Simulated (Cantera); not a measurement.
A closed system holds: 1 mol Fe3O4, 2.3 mol CO, 1.9 mol H2, held at 2148.15 K and 51.0 Pa.

Method: chemical equilibrium by Gibbs-energy minimisation in Cantera with the NASA 1993 tables (ideal gas, pure condensed phases). Candidate condensed phases: C, C6H6, C7H8, C8H18, Fe, Fe(CO)5, FeO, Fe(OH)2, Fe(OH)3, Fe2O3, Fe3O4, H2O; 114 gas species. The tables' stoichiometric FeO is somewhat more stable than real wüstite, so its field is too wide. FeO: taken at fixed stoichiometry. Kinetics and transport are ignored.

Base state: Fe 0.314, H2O 0.188, CO 0.154, CO2 0.154, FeO 0.0443, H2 0.0370, H 0.0355, O2 0.0339 (mole fractions); condensed: FeO(l).

Problem. What changes in the equilibrium state with this change: temperature from 2148.15 K to 1700 K?

Solution. 
```json
[
 {"species": "CO", "before": "0.154", "after": "0.462"},
 {"species": "H2", "before": "0.0370", "after": "0.280"},
 {"species": "H2O", "before": "0.188", "after": "0.165"},
 {"species": "Fe", "before": "0.314", "after": "0.00980"},
 {"species": "O2", "before": "0.0339", "after": "2.76e-7"},
 {"species": "O", "before": "0.0157", "after": "1.04e-6"},
 {"species": "FeO", "before": "0.0443", "after": "4.93e-5"},
 {"species": "OH", "before": "0.0232", "after": "0.000105"},
 {"species": "H", "before": "0.0355", "after": "0.00345"},
 {"species": "CO2", "before": "0.154", "after": "0.0797"},
 {"species": "Fe(OH)2", "before": "0.000137", "after": "1.31e-5"},
 {"species": "FeO(l), mol", "before": "0.318", "after": "2.96"}
]
```
